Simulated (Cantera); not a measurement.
A closed system holds: 1 mol SiCl4, 0.83 mol Cl2, 110 mol N2, at 1 atm.

Cantera equilibrium calculation (NASA polynomials, part measured and part estimated; ideal gas, pure solids and liquids). Candidate condensed phases: Si, Si3N4; 13 gas species. Rates play no part. All values below are at 950 K.

Base state: N2 0.984, SiCl4 0.00894, Cl2 0.00741, Cl 1.51e-5 (mole fractions); condensed: gas only.

Question: What changes in the equilibrium state with this change: SiCl4 replaced by SiH2Cl2?

Answer: 
```json
[
 {"species": "N2", "before": "0.984", "after": "0.979"},
 {"species": "HCl", "before": "0", "after": "0.0142"},
 {"species": "SiCl4", "before": "0.00894", "after": "0.00462"},
 {"species": "Cl2", "before": "0.00741", "after": "<1e-9"},
 {"species": "H2", "before": "0", "after": "0.00183"},
 {"species": "Cl", "before": "1.51e-5", "after": "<1e-9"},
 {"species": "Si3N4(s), mol", "before": "0", "after": "0.161"}
]
```
N2 is the only nitrogen source here; it is nearly inert below about 1500 K, so the nitride shown seldom forms there in practice. Further candidate phases: NH4Cl.
